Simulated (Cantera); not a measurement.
A freely propagating, adiabatic, planar premixed flame of 21.8 % H2, 14.5 % O2, 54.7 % N2, 8.94 % H2O, equivalence ratio 0.75, unburnt at 350 K and 4.40 bar; multicomponent+Soret transport, grid criteria slope 0.08 and curve 0.16, no radiation.

Cantera simulation using the H2/O2 subset of GRI-Mech 3.0, which has no nitrogen chemistry; the numbers are that mechanism's predictions, not measurements. The hydrogen kinetics of GRI-Mech 3.0 are dated; newer H2 mechanisms differ, most at raised pressure. Burning velocities carry a grid error of a few per cent, more on coarse grids.

x: mole fraction of selected species; z is measured from the peak of heat release.

| z (mm) | T (K) | u (m/s) | x H2 | x O2 | x H2O | x O | x OH | x H |
|---|---|---|---|---|---|---|---|---|
| -0.294 | 350 | 0.555 | 0.214 | 0.146 | 0.0898 | <1e-8 | <1e-8 | <1e-8 |
| -0.196 | 353 | 0.552 | 0.202 | 0.148 | 0.0914 | <1e-8 | <1e-8 | <1e-8 |
| -0.147 | 361 | 0.554 | 0.185 | 0.151 | 0.0939 | <1e-8 | <1e-8 | <1e-8 |
| -0.0979 | (withheld) | 0.604 | 0.148 | 0.156 | 0.103 | 1.76e-8 | <1e-8 | <1e-8 |
| -0.0489 | (withheld) | 1.02 | 0.0908 | 0.145 | 0.149 | 4.88e-6 | 7.77e-6 | 3.26e-6 |
| -0.0245 | (withheld) | 1.52 | 0.0610 | 0.119 | 0.202 | 0.000150 | 0.000303 | 0.000305 |
| 0 | (withheld) | 2.01 | 0.0330 | 0.0870 | 0.259 | 0.000915 | 0.00167 | 0.00165 |
| 0.0245 | 1627 | 2.30 | 0.0156 | 0.0652 | 0.296 | 0.00150 | 0.00392 | 0.00223 |
| 0.0489 | 1733 | 2.45 | 0.00828 | 0.0556 | 0.312 | 0.00144 | 0.00512 | 0.00167 |
| 0.0979 | 1825 | 2.58 | 0.00357 | 0.0500 | 0.324 | 0.000855 | 0.00480 | 0.000657 |
| 0.196 | 1875 | 2.65 | 0.00122 | 0.0482 | 0.330 | 0.000307 | 0.00316 | 0.000135 |
| 0.391 | 1893 | 2.67 | 0.000337 | 0.0479 | 0.332 | 9.22e-5 | 0.00180 | 2.09e-5 |
| 0.783 | 1898 | 2.68 | 0.000130 | 0.0479 | 0.333 | 4.06e-5 | 0.00121 | 5.64e-6 |

### Question
Some entries are withheld; supply them.

### Answer

- -0.0979, T (K): 409
- -0.0489, T (K): 723
- -0.0245, T (K): 1082
- 0, T (K): 1422
